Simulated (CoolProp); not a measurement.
Vapour-liquid equilibrium of toluene (1) + n-nonane (2) at 19.75 °C; x and y are mole fractions of (1).

The numbers come from the multi-fluid Helmholtz-energy mixture model, Lemmon 2006 and Lemmon 2006; pair parameters Bell 2016 in CoolProp.

| x | bubble pressure (kPa) | y at the bubble point | dew pressure at overall composition x (kPa) | liquid density (mol/L) |
|---|---|---|---|---|
| 0.05 | 0.6192 | 0.364 | 0.4338 | 5.720 |
| 0.125 | 0.9063 | 0.598 | 0.4673 | 5.909 |
| 0.2 | 1.165 | [?] | 0.5063 | 6.110 |
| 0.275 | 1.396 | 0.778 | 0.5524 | 6.324 |
| 0.35 | 1.600 | 0.823 | 0.6076 | 6.552 |
| 0.425 | 1.781 | 0.854 | 0.6751 | 6.795 |
| 0.5 | 1.943 | 0.879 | 0.7592 | 7.056 |
| 0.575 | 2.091 | 0.900 | 0.8669 | 7.336 |
| 0.65 | 2.229 | 0.917 | 1.009 | 7.637 |
| 0.725 | 2.363 | 0.934 | 1.206 | 7.963 |
| 0.8 | 2.497 | 0.951 | [?] | 8.314 |
| 0.875 | [?] | 0.968 | 1.914 | 8.696 |
| 0.95 | 2.779 | 0.986 | 2.491 | 9.112 |

Problem. Fill in the missing entries.

Solution. 
- 0.2, y at the bubble point: 0.712
- 0.8, dew pressure at overall composition x (kPa): 1.490
- 0.875, bubble pressure (kPa): 2.634

No azeotrope shows between x = 0.05 and 0.95.

The pair parameters rest on a limited set of measurements; away from them the model extrapolates.
